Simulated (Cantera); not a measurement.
Cantera run, input and output.

```python
import numpy as np
import cantera as ct

surf = ct.Interface("diamond.yaml", "diamond_100")
gas, bulk = surf.adjacent["gas"], surf.adjacent["diamond"]
k = surf.kinetics_species_index(bulk.species_names[0])
cover = ["c6HH", "c6H*", "c6*H", "c6**", "c6HM", "c6B"]

rows, drift = [], 0.0
print(f"{'P':>10s}{'um/h':>11s}" + "".join(f"{s:>11s}" for s in cover))
for v in [330, 590, 1100, 1900, 3300, 5900, 10000, 18000]:
    T, P, xH, xCH3 = 1250, v, 0.024, 4.3e-05
    gas.TPX = T, P, {"H": xH, "CH3": xCH3, "CH4": 0.0065, "H2": 1 - xH - xCH3 - 0.0065}
    surf.TP = bulk.TP = T, P
    surf.coverages = "c6H*:0.1, c6HH:0.9"
    surf.advance_coverages(100.0)
    before = surf.coverages
    surf.advance_coverages(100.0)
    drift = max(drift, np.max(np.abs(surf.coverages - before) / (surf.coverages + 1e-9)))
    rate = surf.net_production_rates[k] * bulk.mean_molecular_weight / bulk.density * 3.6e9
    rows.append([rate, *surf[cover].coverages])
    print(f"{v:10.4g}{rate:11.4e}" + "".join(f"{x:11.3e}" for x in rows[-1][1:]))
```

Output:

```
         P       um/h       c6HH       c6H*       c6*H       c6**       c6HM        c6B
       330 2.2789e-02  4.060e-01  4.391e-02  5.116e-01  3.844e-02  1.851e-05  6.184e-11
       590 5.0926e-02  4.060e-01  4.392e-02  5.115e-01  3.844e-02  3.205e-05  1.382e-10
      1100 1.2782e-01  4.060e-01  4.395e-02  5.115e-01  3.844e-02  5.597e-05  3.469e-10
      1900 2.9575e-01  4.060e-01  4.399e-02  5.114e-01  3.845e-02  8.777e-05  8.025e-10
      3300 6.9088e-01  4.059e-01  4.405e-02  5.113e-01  3.847e-02  1.311e-04  1.875e-09
      5900 1.6363e+00  4.059e-01  4.418e-02  5.111e-01  3.850e-02  1.861e-04  4.440e-09
     1e+04 3.4159e+00  4.058e-01  4.438e-02  5.108e-01  3.856e-02  2.380e-04  9.269e-09
   1.8e+04 7.3067e+00  4.058e-01  4.478e-02  5.103e-01  3.867e-02  2.900e-04  1.983e-08
```

Computed with Cantera and the Harris–Goodwin 1993 mechanism for the reconstructed diamond (100) surface.
